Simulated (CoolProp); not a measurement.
A simple Rankine cycle with R227EA: condensing at 321.15 K, boiler at 2.03 MPa, turbine inlet 372.3 K, turbine efficiency 0.8, pump efficiency 0.6, no recuperator. Each further row changes one setting.

The numbers come from the reference Helmholtz-energy equation of state, Lemmon 2016 in CoolProp.

```
case                             thermal efficiency (%)  net work (kJ/kg)  heat in (kJ/kg)  turbine exit temperature (K)  volume ratio over the turbine
-------------------------------  ----------------------  ----------------  ---------------  ----------------------------  -----------------------------
as stated                                           5.9              7.69              131                         348.1                           2.70
turbine inlet 392.3 K                               5.8              8.92              154                         370.6                           2.55
condensing temperature 313.15 K                     7.1              9.99              141                         343.3                           3.39
boiler pressure 1.42 MPa                            3.7              5.15              140                         360.2                           1.71
turbine efficiency 0.7                              5.0              6.55              131                         349.3                           2.71
```
